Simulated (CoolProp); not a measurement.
A Linde-Hampson liquefier for CF4 (R14): isothermal reversible compression at 280 K from 1 atm to 25 MPa, throttling to 1 atm, return gas leaving the recuperator 10 K below the feed. Each further row changes one setting.

Values from CoolProp's reference Helmholtz-energy equation of state, Platzer 1990. This equation is an older, rougher fit; its heat capacities, sound speeds and derivatives of the liquid may be far off and weren't checked against measurements.

```
case                        liquid yield per pass  compression work (kJ/kg of gas)
--------------------------  ---------------------  -------------------------------
as stated                                     [?]                              126
high pressure 50 MPa                        0.312                              [?]
warm-end temperature 310 K                    [?]                              147
warm-end gap 15 K                           0.308                              126
```

Q: Complete the blanks.

A: 
- as stated, liquid yield per pass: 0.319
- high pressure 50 MPa, compression work (kJ/kg of gas): 148
- warm-end temperature 310 K, liquid yield per pass: 0.240
